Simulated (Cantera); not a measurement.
Standard-state values (1 bar) from the NASA 1993 polynomials, evaluated with Cantera. Values are per mole of reaction as written; species without (g) are pure solids or liquids, kept so even where they would boil at 1 bar.

Question: Between 300 and 525 K, where is each reaction favourable under standard conditions?
- 2 CS2(g) + 3 Ni ⇌ 2 C + Ni3S4
- NiS + S ⇌ NiS2

Answer: 
- 2 CS2(g) + 3 Ni ⇌ 2 C + Ni3S4: ΔG° is -425 kJ at 300 K and -343 kJ at 525 K; it stays negative (K > 1). ΔH° is -531 kJ and ΔS° -357 J/K at 525 K.
- NiS + S ⇌ NiS2: ΔG° is -40 kJ at 300 K and -35 kJ at 525 K; it stays negative (K > 1). ΔH° is -48 kJ and ΔS° -24 J/K at 525 K.
